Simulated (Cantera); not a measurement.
**Metals in furnace atmospheres: Al + H2O + N2**

A closed system holds: 1 mol Al, 0.32 mol H2O, 94 mol N2, held at 0.0133 bar.

These are equilibrium values from Cantera (NASA tables, ideal gas, pure condensed phases), not measurements of a reactor. Candidate condensed phases: Al, AlN, Al2O3, H2O; 35 gas species. Mutual solubility and eutectic melting of coexisting phases are not modelled. Condensed phases not in the tables: aluminium oxynitride. Rates play no part.

```tsv
T (K)	x N2	x Al	x H2	x Al2O	x H	n AlN(s)	n Al2O3(s)
673	0.997	<1e-12	0.00341	<1e-12	<1e-12	0.787	0.107
773	0.997	<1e-12	0.00341	<1e-12	<1e-12	0.787	0.107
873	0.997	<1e-12	0.00341	<1e-12	2.36e-11	0.787	0.107
973	0.997	<1e-12	0.00341	<1e-12	5.47e-10	0.787	0.107
1073	0.997	<1e-12	0.00341	<1e-12	7.08e-9	0.787	0.107
1173	0.997	<1e-12	0.00341	<1e-12	5.96e-8	0.787	0.107
1273	0.997	4.37e-12	0.00341	<1e-12	3.60e-7	0.787	0.107
1373	0.997	3.55e-10	0.00341	2.31e-12	1.68e-6	0.787	0.107
1473	0.997	1.58e-8	0.00340	2.95e-10	6.39e-6	0.787	0.107
1573	0.997	4.30e-7	0.00340	2.01e-8	2.05e-5	0.787	0.107
1673	0.997	7.85e-6	0.00338	8.14e-7	5.73e-5	0.786	0.107
1773	0.996	0.000103	0.00333	2.15e-5	0.000142	0.774	0.106
1873	0.995	0.00102	0.00324	0.000397	0.000318	0.641	0.0942
1973	0.989	0.00470	0.00304	0.00268	0.000644	0	0.0217
```
x: gas mole fraction; n: condensed amount in mol.

From 673 K to 1873 K the condensed part is AlN(s) + Al2O3(s). At 1973 K the condensed part is Al2O3(s).
